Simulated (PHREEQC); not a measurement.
Consider water at 45 °C with 0.0097 mol/kgw HCl and 0.00027 mol/kgw MnSO4. Closed to the air; pH follows from the charge balance.

All values are PHREEQC results (ion-association model, phreeqc.dat), not measurements.

Each row changes one thing in this solution. This is a speciation only: nothing precipitates in the calculation.

```
case                                              pH  SO4-2 (mol/kgw)
---------------------------------------------  -----  ---------------
as made                                         2.06         0.000134
temperature from 45 to 50 °C                    2.06         0.000126
HCl from 0.0097 to 0.097 mol/kgw                1.10          3.97e-5
MnSO4 replaced by NaHSO4 at the same molality   2.05         0.000134
0.015 mol/kgw FeCl2 added                       2.09         0.000109
MnSO4 replaced by ZnSO4 at the same molality    2.06         0.000134
0.012 mol/kgw LiOH added                       10.66         0.000260
```

At this temperature some constants are extrapolated from 25 °C, and those without enthalpy data are left unchanged.
